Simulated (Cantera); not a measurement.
A Cantera script and what it prints.

```python
import numpy as np
import cantera as ct

gas_names = """
    O2 NbO2 TiO ZrO2
""".split()
cond_names = """
    Nb(cr) Nb(L) Ta(cr) Ta(L) Ta2O5(s) Ta2O5(L) Ti(a) Ti(b) Ti(L) Zr(a) Zr(b) Zr(L) V(cr) V(L) V2O5(s)
    V2O5(L)
""".split()


# ... load() reads the species with a 1 bar reference pressure and builds the phases ...
species = {s.name: s for s in load("nasa_gas.yaml", gas_names) + load("nasa_condensed.yaml", cond_names)}
# Each term lists the table entries of one substance; the one whose range holds T is used.
reactions = {
    'Nb + O2(g) = NbO2(g)':
        [(-1, ['Nb(cr)', 'Nb(L)']), (-1, ['O2']), (1, ['NbO2'])],
    '0.8 Ta + O2(g) = 0.4 Ta2O5':
        [(-0.8, ['Ta(cr)', 'Ta(L)']), (-1, ['O2']), (0.4, ['Ta2O5(s)', 'Ta2O5(L)'])],
    '2 Ti + O2(g) = 2 TiO(g)':
        [(-2, ['Ti(a)', 'Ti(b)', 'Ti(L)']), (-1, ['O2']), (2, ['TiO'])],
    'Zr + O2(g) = ZrO2(g)':
        [(-1, ['Zr(a)', 'Zr(b)', 'Zr(L)']), (-1, ['O2']), (1, ['ZrO2'])],
    '0.8 V + O2(g) = 0.4 V2O5':
        [(-0.8, ['V(cr)', 'V(L)']), (-1, ['O2']), (0.4, ['V2O5(s)', 'V2O5(L)'])],
}


def pick(names, T):
    return next(species[n] for n in names if species[n].thermo.min_temp <= T <= species[n].thermo.max_temp)


results = []
for label, terms in reactions.items():
    print(label)
    print("     T/K   dH/kJ  dS/(J/K)   dG/kJ   log10 K")
    for T in [1973, 2023, 2073, 2123, 2173]:
        used = [(nu, pick(names, T)) for nu, names in terms]
        dH = sum(nu * s.thermo.h(T) for nu, s in used) / 1e6
        dS = sum(nu * s.thermo.s(T) for nu, s in used) / 1e3
        dG = dH - T * dS / 1e3
        logK = -dG * 1e6 / (ct.gas_constant * T * np.log(10))
        results.append((label, T, dH, dS, dG, logK, [s.name for _, s in used]))
        print(f"{T:8g} {dH:8.1f} {dS:8.1f} {dG:8.1f} {logK:8.2f}")
```

Result:

```
Nb + O2(g) = NbO2(g)
     T/K   dH/kJ  dS/(J/K)   dG/kJ   log10 K
    1973   -214.4     16.1   -246.2     6.52
    2023   -215.1     15.8   -247.0     6.38
    2073   -215.8     15.4   -247.8     6.24
    2123   -216.5     15.1   -248.6     6.12
    2173   -217.3     14.7   -249.3     5.99
0.8 Ta + O2(g) = 0.4 Ta2O5
     T/K   dH/kJ  dS/(J/K)   dG/kJ   log10 K
    1973   -793.7   -156.5   -484.9    12.84
    2023   -792.9   -156.1   -477.1    12.32
    2073   -743.8   -132.2   -469.7    11.83
    2123   -742.1   -131.4   -463.1    11.39
    2173   -740.4   -130.6   -456.5    10.97
2 Ti + O2(g) = 2 TiO(g)
     T/K   dH/kJ  dS/(J/K)   dG/kJ   log10 K
    1973     30.5    138.3   -242.4     6.42
    2023     27.8    137.0   -249.3     6.44
    2073     25.1    135.7   -256.1     6.45
    2123     22.4    134.4   -262.9     6.47
    2173     19.7    133.1   -269.6     6.48
Zr + O2(g) = ZrO2(g)
     T/K   dH/kJ  dS/(J/K)   dG/kJ   log10 K
    1973   -305.0     11.1   -326.8     8.65
    2023   -305.7     10.7   -327.4     8.45
    2073   -306.5     10.3   -327.9     8.26
    2123   -307.3     10.0   -328.4     8.08
    2173   -329.3     -0.4   -328.4     7.89
0.8 V + O2(g) = 0.4 V2O5
     T/K   dH/kJ  dS/(J/K)   dG/kJ   log10 K
    1973   -573.9   -126.2   -324.9     8.60
    2023   -573.6   -126.1   -318.6     8.23
    2073   -573.4   -125.9   -312.3     7.87
    2123   -573.2   -125.8   -306.0     7.53
    2173   -573.0   -125.8   -299.7     7.20
```

Standard-state values (1 bar) from the NASA 1993 polynomials, evaluated with Cantera. Condensed species are held in their standard states even where they would react or evaporate.
